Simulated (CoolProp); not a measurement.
Properties of methanol at several states (Tc = 513.4 K, pc = 8216 kPa, ω = 0.565).

Values from CoolProp's reference Helmholtz-energy equation of state, de Reuck 1993.

| T (K) | p (kPa) | phase | cp (kJ/(kg K)) | cv (kJ/(kg K)) | speed of sound (m/s) | isothermal compressibility (1/MPa) | fugacity coefficient |
|---|---|---|---|---|---|---|---|
| 220.9 | 3380 | liquid | 2.238 | 1.802 | ? | 0.0007404 | 1.994e-5 |
| 513.7 | 20400 | supercritical | 5.054 | ? | 557.9 | ? | 0.3184 |
| 506.1 | 19.2 | gas | ? | 1.620 | ? | 52.12 | 0.9992 |

Complete the blanks.


- 220.9, speed of sound (m/s): 1395
- 513.7, cv (kJ/(kg K)): 3.263
- 513.7, isothermal compressibility (1/MPa): 0.009175
- 506.1, cp (kJ/(kg K)): 1.881
- 506.1, speed of sound (m/s): 390.2
